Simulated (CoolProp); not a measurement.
Methanol along the isobar 4.52 MPa: fugacity coefficient from the reference equation and from simpler models built on Tc = 240.2 °C, pc = 8.216 MPa, ω = 0.565; each cubic takes its own stable root.

The numbers come from the reference Helmholtz-energy equation of state, de Reuck 1993 in CoolProp.

```
T (°C)   phase  reference  Soave-Redlich-Kwong  Peng-Robinson
------  ------  ---------  -------------------  -------------
162.05  liquid     0.3526               0.3793         0.3705
168.35  liquid     0.3980               0.4271         0.4167
174.55  liquid     0.4461               0.4771         0.4653
180.85  liquid     0.4985               0.5310         0.5175
187.05  liquid     0.5532               0.5867         0.5715
193.35  liquid     0.6121               0.6456         0.6287
199.55  liquid     0.6729               0.7056         0.6870
212.05     gas     0.7587               0.7720         0.7556
218.35     gas     0.7752               0.7833         0.7669
224.55     gas     0.7895               0.7938         0.7773
```
